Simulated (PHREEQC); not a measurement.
Dissolve 1.6 mmol/kgw CdSO4 and 0.084 mmol/kgw MnSO4 at 25 °C. Closed to the air; pH follows from the charge balance.

The numbers come from PHREEQC with the ion-association model, wateq4f.dat.

No solid was allowed to form.

Task: Order these Cd species by the share of Cd that they hold, largest first: Cd(SO4)2-2, Cd+2, CdSO4.

Result: Cd+2 (82 %), CdSO4 (17 %), Cd(SO4)2-2 (0.27 %)

Task: Order these S species by the share of S that they hold, largest first: SO4-2, CdSO4, Cd(SO4)2-2, MnSO4.

Result: SO4-2 (82 %), CdSO4 (17 %), MnSO4 (0.58 %), Cd(SO4)2-2 (0.51 %)

The pH is 6.54 and the ionic strength 0.00556 mol/kgw.
